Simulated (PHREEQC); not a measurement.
Consider water at 25 °C with 0.014 mol/kgw NH4Cl, 0.0001 mol/kgw Na2CO3 and 0.005 mol/kgw NaCl. Closed to the air; pH follows from the charge balance.

Computed with PHREEQC (ion-association model, wateq4f.dat).

| quantity | before | after |
|---|---|---|
| pH | 7.21 | 7.86 |
| HCO3- (mol/kgw) | 8.88e-5 | 9.66e-5 |
| NaHCO3 (mol/kgw) | 1.99e-7 | 2.35e-7 |
| CO3-2 (mol/kgw) | 9.86e-8 | 4.30e-7 |
| SI of Halite (NaCl) | -5.71 | -6.05 |
| SI of Nahcolite (NaHCO3) | -5.90 | -5.83 |

Question: Name the change that produced these shifts.
A. diluted 100-fold with water
B. NH4Cl left out
C. NaCl left out
D. NH4Cl from 0.014 to 0.0028 mol/kgw
E. temperature from 25 to 65 °C

Answer: D, NH4Cl from 0.014 to 0.0028 mol/kgw

No solid was allowed to form.
